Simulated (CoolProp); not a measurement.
Model: reference Helmholtz-energy equation of state, Akasaka 2024, in CoolProp.

**Question.** For R1132(E), give the phase and the Z, cp (kJ/(kg K)) at 377.3 K and 11.8 bar; 377.3 K and 29.5 bar.

**Answer.** 
- 377.3 K and 11.8 bar: gas; Z 0.937, cp 1.14
- 377.3 K and 29.5 bar: gas; Z 0.833, cp 1.30
